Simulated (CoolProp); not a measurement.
Properties of n-undecane along the isotherm 404.7 K.

Computed with CoolProp (reference Helmholtz-energy equation of state, Aleksandrov 2011). It is a short technical equation, of lower accuracy than the large ones.

| p (kPa) | phase | density (kg/m³) | cp (kJ/(kg K)) | cv (kJ/(kg K)) | expansivity (1/kK) | fugacity coefficient |
|---|---|---|---|---|---|---|
| 15.7 | liquid | 654.0 | 2.615 | 2.216 | 1.233 | 0.9545 |
| 28 | liquid | 654.1 | 2.615 | 2.216 | 1.233 | 0.5357 |
| 49.8 | liquid | 654.1 | 2.615 | 2.216 | 1.232 | 0.3016 |
| 88.5 | liquid | 654.2 | 2.615 | 2.216 | 1.231 | 0.1702 |
| 157 | liquid | 654.3 | 2.615 | 2.216 | 1.230 | 0.09641 |
| 280 | liquid | 654.4 | 2.614 | 2.216 | 1.228 | 0.05453 |
| 498 | liquid | 654.8 | 2.614 | 2.216 | 1.223 | 0.03114 |
| 885 | liquid | 655.4 | 2.613 | 2.216 | 1.216 | 0.01801 |
| 1570 | liquid | 656.4 | 2.611 | 2.216 | 1.203 | 0.01066 |
| 2800 | liquid | 658.2 | 2.608 | 2.217 | 1.180 | 0.006518 |
| 4980 | liquid | 661.3 | 2.603 | 2.218 | 1.144 | 0.004273 |
